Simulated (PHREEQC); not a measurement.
A PHREEQC input (ion-association model, phreeqc.dat):

```
SOLUTION 1
  temp 70
  units mg/kgw
  pH 6.31
  pe 1.2
  Na 5.13
  K 0.00123
  Ca 2.13
  Mg 0.111
  Cl 4.7
  S(6) 6.33 as SO4
  Alkalinity 4.92 as HCO3
  Si 0.14 as SiO2
  F 0.0156
END
USE solution 4
EQUILIBRIUM_PHASES 1
  Chalcedony 0 0
  CO2(g) -2 10
END
```

It stops with these messages:

```
ERROR: Solution 4 not found.
```

The fault: USE names a solution that was never defined. The line should read `USE solution 1` where the input has `USE solution 4`. With the mend the run ends at pH 6.05 and ionic strength 0.000463 mol/kgw.
